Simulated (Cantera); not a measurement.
A Cantera script and its output.

```python
import numpy as np
import cantera as ct

gas = ct.Solution("gri30.yaml")
gas.TPX = 1350, 19000, {'N2O': 1, 'O2': 1}
inlet = ct.Reservoir(gas, clone=True)

reactor = ct.IdealGasConstPressureReactor(gas, energy="off", clone=False)
exhaust = ct.Reservoir(gas, clone=True)
tau = [5.7, 1.8, 0.54, 0.17, 0.052, 0.016, 0.0049, 0.0015][0]
for a, b in ((inlet, reactor), (reactor, exhaust)):
    ct.MassFlowController(a, b, mdot=lambda t: reactor.mass / tau)
net = ct.ReactorNet([reactor])
show = ['N2O', 'O2', 'NO2', 'NO', 'O']

rows = []
print(f"{'tau/s':>10s}{'T/K':>9s}" + "".join(f"{s:>11s}" for s in show))
for tau in [5.7, 1.8, 0.54, 0.17, 0.052, 0.016, 0.0049, 0.0015]:
    net.initial_time = 0.0
    net.advance(30 * tau)
    before = gas.X
    net.advance(40 * tau)
    drift = np.max(np.abs(gas.X - before) / (gas.X + 1e-9))
    rows.append([gas.T, *gas[show].X, drift])
    print(f"{tau:10.3e}{gas.T:9.1f}" + "".join(f"{x:11.3e}" for x in gas[show].X))
```

It prints:

```
     tau/s      T/K        N2O         O2        NO2         NO          O
 5.700e+00   1350.0  5.144e-02  5.643e-01  1.037e-04  5.057e-02  9.848e-06
 1.800e+00   1350.0  1.246e-01  5.512e-01  9.299e-05  4.757e-02  1.211e-05
 5.400e-01   1350.0  2.565e-01  5.323e-01  6.147e-05  3.258e-02  1.342e-05
 1.700e-01   1350.0  3.834e-01  5.153e-01  2.860e-05  1.591e-02  1.393e-05
 5.200e-02   1350.0  4.572e-01  5.056e-01  9.374e-06  5.876e-03  1.410e-05
 1.600e-02   1350.0  4.860e-01  5.018e-01  2.270e-06  1.927e-03  1.413e-05
 4.900e-03   1350.0  4.956e-01  5.006e-01  3.799e-07  5.995e-04  1.407e-05
 1.500e-03   1350.0  4.987e-01  5.002e-01  4.530e-08  1.815e-04  1.383e-05
```

Cantera simulation using GRI-Mech 3.0 (53 species, 325 reactions); the numbers are that mechanism's predictions, not measurements. GRI-Mech 3.0 was tuned for natural gas; its chemistry of N2O as a main component is partial and can be far from experiment. The mechanism lacks the step 2 NO + O2 → 2 NO2, which can matter for NO2 below about 1400 K. The temperature is held fixed by assumption; the heat of reaction is taken as removed at once.
